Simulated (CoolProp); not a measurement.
Water at 457.99 K and 6.27 MPa flows at 19 m/s in a round tube of 2 mm bore and 45 µm roughness, fully developed (64/Re and Nu = 3.66 if laminar; Colebrook and Gnielinski if turbulent). Each further row changes one setting.

Values from CoolProp's reference Helmholtz-energy equation of state, Wagner 2002.

| case | Reynolds number | Darcy friction factor | pressure drop (Pa/m) | heat-transfer coefficient (W/(m² K)) | mass flow (kg/h) |
|---|---|---|---|---|---|
| as stated | 228000 | 0.0511 | 4080000 | 482000 | 190 |
| velocity 38 m/s | 456000 | 0.0510 | 1.63e7 | 965000 | 380 |
| diameter 4 mm | 456000 | 0.0396 | 1580000 | 373000 | 761 |

Viscosity comes from a separate model (Huber 2009). Thermal conductivity comes from a separate model (Huber 2012).
